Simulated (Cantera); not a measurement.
Gas mixture: CO2 : C3H8 = 0.57 : 0.17 (molar parts), at 5.00 bar, frozen composition.

Cantera's kinetic-theory transport with the Lennard-Jones parameters of GRI-Mech 3.0, ideal gas; thermal conductivity in the mixture-averaged form. The composition is frozen, though it would react at the higher temperatures.

D: mixture-averaged diffusion coefficient of that species in the mixture.

| T (K) | ρ (kg/m³) | cp (J/kg/K) | μ (µPa s) | λ (mW/m/K) | Pr | D (cm²/s) NH3 | D (cm²/s) CH4 | D (cm²/s) OH |
|---|---|---|---|---|---|---|---|---|
| 400 | 6.62 | (withheld) | 17.1 | 26.5 | 0.782 | 0.0520 | 0.0548 | 0.0768 |
| 600 | 4.41 | (withheld) | 24.1 | 44.8 | 0.808 | 0.114 | 0.113 | 0.156 |
| 800 | 3.31 | (withheld) | 30.2 | 62.3 | 0.827 | 0.193 | 0.187 | 0.255 |
| 1000 | 2.65 | 1861 | 35.6 | 78.7 | 0.841 | 0.289 | 0.274 | 0.372 |
| 1200 | 2.21 | 1967 | 40.5 | 94.0 | 0.846 | 0.399 | 0.373 | 0.505 |
| 1400 | 1.89 | 2052 | 45.0 | 108 | 0.852 | 0.522 | 0.484 | 0.653 |

### Question
What belongs in the gaps?

### Answer

- 400, cp (J/kg/K): 1213
- 600, cp (J/kg/K): 1500
- 800, cp (J/kg/K): 1708
